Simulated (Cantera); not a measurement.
## Counterflow diffusion flame

A counterflow diffusion flame at 2.60 bar, nozzles 20 mm apart: fuel side H₂ : N₂ = 1 : 1.5 (molar parts) at 525 K, oxidiser side O₂ : N₂ = 0.27 : 0.73 (molar parts) at 525 K, fuel mass flux 0.65 times the oxidiser's; mixture-averaged transport, no radiation.

Model: the H2/O2 subset of GRI-Mech 3.0, which has no nitrogen chemistry, integrated in Cantera. The hydrogen kinetics of GRI-Mech 3.0 are dated; newer H2 mechanisms differ, most at raised pressure. The maximum strain rate includes the flame's own expansion and is several times the mean.

| oxidiser flux (kg/m²/s) | max strain (1/s) | mean strain (1/s) | T max (K) | peak x OH | peak x H | peak x H₂O | peak x HO₂ |
|---|---|---|---|---|---|---|---|
| 1.6 | 348 | 95.7 | 2361 | 0.0112 | 0.00467 | 0.267 | 8.66e-6 |
| 2.2 | 471 | 132 | 2341 | 0.0117 | 0.00528 | 0.265 | 1.24e-5 |
| 3.2 | 675 | 191 | 2314 | 0.0122 | 0.00612 | 0.262 | 1.84e-5 |
| 4.6 | 956 | 275 | 2280 | 0.0126 | 0.00702 | 0.259 | 2.70e-5 |
| 6.6 | 1350 | 395 | 2242 | 0.0130 | 0.00806 | 0.256 | 3.87e-5 |
| 9.6 | 1950 | 574 | 2207 | 0.0135 | 0.00936 | 0.253 | 5.41e-5 |
| 14 | 2800 | 838 | 2164 | 0.0138 | 0.0108 | 0.249 | 7.43e-5 |
| 20 | 3950 | 1200 | 2118 | 0.0139 | 0.0122 | 0.246 | 9.81e-5 |
x: mole fraction; the columns are a selection and need not sum to one.
